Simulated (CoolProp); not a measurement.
Vapour-liquid equilibrium of acetone (1) + methanol (2) at 0.0605 MPa; x and y are mole fractions of (1).

Computed with CoolProp (multi-fluid Helmholtz-energy mixture model, Lemmon 2006 and de Reuck 1993; pair parameters Bell 2016).

Question: Give the bubble temperature and the first vapour's composition at x = 0.2, 0.5, 0.65. Is there an azeotrope?

Answer: x = 0.2: 46.4 °C, y = 0.345; x = 0.5: 42.9 °C, y = 0.597; x = 0.65: 42.0 °C, y = 0.700. y crosses x between x = 0.8 and 0.875: the model has an azeotrope there.

The pair parameters rest on a limited set of measurements; away from them the model extrapolates.
